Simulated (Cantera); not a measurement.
A perfectly stirred reactor is fed with 0.695 % H2, 99.3 % O2, equivalence ratio 0.0035, at 20.3 Torr; it is held at 1375 K, and followed from long to short residence time.

Model: GRI-Mech 3.0 (53 species, 325 reactions), integrated in Cantera. Radical loss at walls, strong at low pressure, is not modelled.

x: mole fraction; the columns are a selection and need not sum to one.

| τ (s) | x H2 | x O2 | x O | x HO2 | x H2O2 | x H |
|---|---|---|---|---|---|---|
| 0.85 | 1.56e-5 | 0.991 | ? | 2.96e-7 | 8.74e-9 | 1.83e-5 |
| 0.37 | 2.51e-5 | 0.990 | ? | 3.83e-7 | 1.07e-8 | 3.48e-5 |
| 0.16 | 4.12e-5 | 0.989 | ? | 4.73e-7 | 1.27e-8 | 6.01e-5 |
| 0.071 | 6.93e-5 | 0.988 | ? | 5.55e-7 | 1.46e-8 | 9.04e-5 |
| 0.031 | 0.000125 | 0.988 | 0.00494 | 6.33e-7 | 1.67e-8 | 0.000122 |
| 0.013 | 0.000250 | 0.987 | 0.00529 | 7.19e-7 | 1.99e-8 | 0.000153 |
| 0.0059 | 0.000487 | 0.987 | 0.00524 | 8.11e-7 | 2.43e-8 | 0.000181 |
| 0.0026 | 0.000982 | 0.987 | ? | 9.13e-7 | 3.02e-8 | 0.000204 |
| 0.0011 | 0.00203 | 0.988 | ? | 9.83e-7 | 3.46e-8 | 0.000200 |
| 0.00049 | 0.00392 | 0.990 | ? | 9.19e-7 | 2.73e-8 | 0.000135 |

Question: Fill in the missing entries.

Answer: 
- 0.85, x O: 0.00150
- 0.37, x O: 0.00230
- 0.16, x O: 0.00328
- 0.071, x O: 0.00422
- 0.0026, x O: 0.00479
- 0.0011, x O: 0.00379
- 0.00049, x O: 0.00219
